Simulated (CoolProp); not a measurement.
The numbers come from the reference Helmholtz-energy equation of state, Lemmon 2006 in CoolProp. It is a short technical equation, of lower accuracy than the large ones.

**Question.** Give the vapour pressure (MPa), liquid density (kg/m³), vapour density (kg/m³), enthalpy of vaporisation (kJ/kg) of saturated acetone at 55.95 °C.

**Answer.** 
```json
[
 {"T (°C)": "55.95", "p (MPa)": "0.101", "liquid density (kg/m³)": "749", "vapour density (kg/m³)": "2.26", "enthalpy of vaporisation (kJ/kg)": "502"}
]
```
